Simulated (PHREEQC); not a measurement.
Solution (25 °C): 0.012 mol HBr and 0.00097 mol FeCl3 per kg of water. Closed to the air; pH follows from the charge balance.

Computed with PHREEQC (ion-association model, phreeqc.dat).

No solid was allowed to form.

Problem. Predict the pH.

Solution. pH 1.96.

Problem. In which forms is Fe present?

Solution. Fe+3 70 %, FeOH+2 25 %, FeCl+2 3.3 %, Fe2(OH)2+4 1.0 %, Fe(OH)2+ 0.5 % of the Fe.

Examples of supersaturated solids here: Hematite (slow to form), Goethite (slow to form). Others may be too.
